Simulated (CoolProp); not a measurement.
Vapour pressure (bar) of ammonia: the reference equation beside estimates from Tc = 405.6 K, pc = 113.6 bar, ω = 0.256. Clausius-Clapeyron is anchored at 323.5 K with a constant enthalpy of vaporisation of 17.87 kJ/mol.

Values from CoolProp's reference Helmholtz-energy equation of state, Gao 2020.

```csv
T (K),reference,Lee-Kesler,Clausius-Clapeyron,van der Waals,Redlich-Kwong,Soave-Redlich-Kwong,Peng-Robinson
309.1,13.87,13.99,15.05,34.68,19.59,14.01,13.87
316.3,16.95,17.11,17.64,38.69,23.26,17.16,16.96
323.5,20.52,20.71,20.52,42.98,27.37,20.81,20.54
330.7,24.62,24.84,23.71,47.56,31.96,25.00,24.68
338,29.38,29.62,27.28,52.50,37.13,29.87,29.47
345.2,34.71,34.97,31.15,57.68,42.75,35.32,34.85
352.4,40.74,40.99,35.37,63.16,48.92,41.46,40.94
359.6,47.52,47.76,39.97,68.96,55.67,48.36,47.79
366.8,55.12,55.33,44.94,75.08,63.01,56.06,55.46
374.1,63.73,63.90,50.38,81.60,71.08,64.75,64.14
381.3,73.18,73.33,56.16,88.37,79.69,74.23,73.65
388.5,83.69,83.83,62.34,95.47,88.95,84.68,84.19
```

Absolute difference from the reference over all 12 rows, mean and median: Lee-Kesler 0.6 and 0.7 %, Clausius-Clapeyron 12.6 and 11.7 %, van der Waals 68.8 and 60.6 %, Redlich-Kwong 22.5 and 21.6 %, Soave-Redlich-Kwong 1.5 and 1.6 %, Peng-Robinson 0.4 and 0.4 %.
